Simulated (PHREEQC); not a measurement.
Consider water at 25 °C with 0.04 mol/kgw TMAH, 0.00016 mol/kgw K2SiO3 and 0.057 mol/kgw Na2CO3. Closed to the air; pH follows from the charge balance.

All values are PHREEQC results (ion-association model, wateq4f.dat), not measurements.

This is a speciation only: nothing precipitates in the calculation.

Problem. Estimate the pH, ionic strength.

Solution. pH 12.46; ionic strength 0.170 mol/kgw.

Problem. In which forms is C present?

Solution. CO3-2 64 %, NaCO3- 36 % of the C.

(CH3)4N+ isn't in the database: it is added as a free cation with an ion size of 4 Å.
